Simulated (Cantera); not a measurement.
Feed: 1 mol PH3, 0.89 mol H2O, 1.5 mol H2, equilibrated at 2248.15 K and 1.50 bar.

These are equilibrium values from Cantera (NASA tables, ideal gas, pure condensed phases), not measurements of a reactor. Candidate condensed phases: H2O, P, P4O10; 17 gas species. Gases not in the tables: HPO2, HPO3 and P4O6. Kinetics and transport are ignored.

Base state: H2 0.730, H2O 0.122, P2 0.0780, PO 0.0528, PO2 0.0102, H 0.00513, P 0.000493, PH 0.000425 (mole fractions); condensed: gas only.

### Question
What changes in the equilibrium state with this change: PH3 replaced by CS2?

### Answer
```
species  before     after
-------  ------  --------
H2        0.730     0.482
CO            0     0.213
S2            0     0.160
P2       0.0780         0
H2S           0    0.0763
PO       0.0528         0
SH            0    0.0323
CS2           0    0.0219
PO2      0.0102         0
H2O       0.122  0.000215
CS            0   0.00491
S             0   0.00441
COS           0   0.00128
```
Further candidate phases: C, C6H6, C7H8, C8H18, H2SO4, S.
